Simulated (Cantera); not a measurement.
Gas-phase reforming

An isothermal, constant-pressure homogeneous reactor starts with 25.6 % CH4, 74.4 % H2O, at 1250 K and 28.6 atm.

Computed with Cantera and GRI-Mech 3.0 (53 species, 325 reactions). The pressure lies above the range GRI-Mech 3.0 was tuned for (to about 10 atm).

```
t (s)     x CH4  x H2O    x C2H4   x HO2     x OH    x C2H2
--------  -----  -----  --------  ------  -------  --------
0.000300  0.256  0.744   3.12e-9  <1e-12  1.05e-9    <1e-12
0.000917  0.256  0.744   2.35e-8  <1e-12  1.22e-9  3.46e-12
0.00280   0.256  0.744   1.18e-7  <1e-12  1.23e-9  5.89e-11
0.00857   0.256  0.744   6.86e-7  <1e-12  1.25e-9   1.00e-9
0.0262    0.256  0.744   4.97e-6  <1e-12  1.33e-9   2.13e-8
0.0801    0.256  0.744   3.95e-5  <1e-12  1.48e-9   5.47e-7
0.245     0.255  0.743  0.000254  <1e-12  1.62e-9   1.28e-5
0.749     0.253  0.743  0.000963  <1e-12  1.65e-9  0.000176
2.29      0.247  0.740   0.00262  <1e-12  1.71e-9   0.00110
7.00      0.231  0.733   0.00826  <1e-12  2.44e-9   0.00200
21.4      0.218  0.723    0.0120  <1e-12  3.34e-9   0.00178
65.4      0.222  0.709   0.00779  <1e-12  2.90e-9  0.000916
200       0.220  0.683   0.00353  <1e-12  2.30e-9  0.000284
```
x: mole fraction; the columns are a selection and need not sum to one.

Equilibrium at this temperature and pressure: CH4 0.00854, H2O 0.293, C2H4 1.07e-7, HO2 <1e-12, OH 3.74e-10, C2H2 1.22e-9 (gas phase only).
